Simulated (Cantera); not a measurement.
Charge: 1 mol AlN, 0.27 mol O2, 2 mol H2, at 1323 K and 0.0100 bar.

Equilibrium computed with Cantera from the NASA thermochemical tables; the gas is ideal and each condensed phase is pure. Candidate condensed phases: Al, AlN, Al2O3, H2O; 35 gas species. Mutual solubility and eutectic melting of coexisting phases are not modelled. Equilibrium is a limit: real reactors are often held back by kinetics, nucleation or transport.

Base state: H2 0.917, N2 0.0826, H 1.52e-5 (mole fractions); condensed: AlN(s) + Al2O3(s).

**Question.** What changes in the equilibrium state with this change: temperature from 1323 K to 2075 K?

**Answer.** 
```
species         before     after
-------------  -------  --------
H2               0.917     0.639
N2              0.0826     0.163
Al2O             <1e-9    0.0947
Al               <1e-9    0.0804
H              1.52e-5    0.0213
AlH              <1e-9   0.00153
AlOH             <1e-9  0.000220
AlO              <1e-9   1.44e-5
AlN(s), mol      0.640         0
Al2O3(s), mol    0.180    0.0827
```
The tables' values for AlOH are old estimates; treat these amounts as uncertain.
